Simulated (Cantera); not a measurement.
What does this Cantera script print?

```python
import numpy as np
import cantera as ct

gas_names = """
    CL CLO CL2 H HCL HOCL HO2 H2 H2O H2O2 O OH O2 O3 Sr SrCL SrCL2 SrO SrOH SrO2H2
""".split()
cond_names = """
    H2O(s) H2O(L) Sr(a) Sr(b) Sr(L) SrCL2(a) SrCL2(b) SrCL2(L) SrO(s) SrO(L) SrO2H2(s) SrO2H2(L)
""".split()


# ... load() reads the species with a 1 bar reference pressure and builds the phases ...
atoms = {
    'SrCl2': {'Sr': 1, 'CL': 2},
    'O2': {'O': 2},
    'H2': {'H': 2},
    'HCl': {'H': 1, 'CL': 1},
}
top_T = {}  # K; cautious upper limits of use, not melting points


# ... equilibrate(T, P, feed) seeds the gas with the atoms and calls Mixture.equilibrate('TP', solver="vcs", rtol=1e-11, max_steps=5000) ...
results = []
feed = {'SrCl2': 1, 'O2': 1.5, 'H2': 0.69, 'HCl': 1.6}  # mol
T = 1325  # K
P = 13332.2  # Pa
mix = equilibrate(T, P, feed)
results.append((T, P, feed, dict(zip(mix.species_names, mix.species_moles))))
print(gas.report(threshold=1e-06))
for i in range(1, mix.n_phases):
    print(f"{mix.phase(i).name:16s} {mix.phase_moles(i):12.5e} mol")
```

Result:

```
       temperature   1325 K
          pressure   13332 Pa
           density   0.038033 kg/m^3
  mean mol. weight   31.427 kg/kmol
   phase of matter   gas

                          1 kg             1 kmol
                     ---------------   ---------------
          enthalpy       -1.8345e+06       -5.7654e+07  J
   internal energy       -2.1851e+06       -6.8671e+07  J
           entropy            8542.4        2.6847e+05  J/K
    Gibbs function       -1.3153e+07       -4.1337e+08  J
 heat capacity c_p            1170.4             36784  J/K
 heat capacity c_v            905.87             28469  J/K

                      mass frac. Y      mole frac. X     chem. pot. / RT
                     ---------------   ---------------   ---------------
                CL         0.0050271         0.0044567           -18.221
               CLO        4.8327e-05        2.9521e-05           -33.477
               CL2          0.025061          0.011109           -36.443
               HCL           0.51009           0.43971           -36.254
              HOCL        4.1012e-05         2.457e-05            -51.51
               H2O           0.12295           0.21448           -51.322
                OH         2.048e-05        3.7846e-05           -33.289
                O2           0.33599              0.33           -30.512
             SrCL2        0.00077625         0.0001539           -96.721
     [  +11 minor]        2.9477e-07        6.3426e-07

Sr(L)             0.00000e+00 mol
SrCL2(L)          9.99472e-01 mol
SrO(s)            0.00000e+00 mol
SrO2H2(L)         0.00000e+00 mol
```

Method: chemical equilibrium by Gibbs-energy minimisation in Cantera with the NASA 1993 tables (ideal gas, pure condensed phases). Condensed phases not in the tables: oxide chlorides.
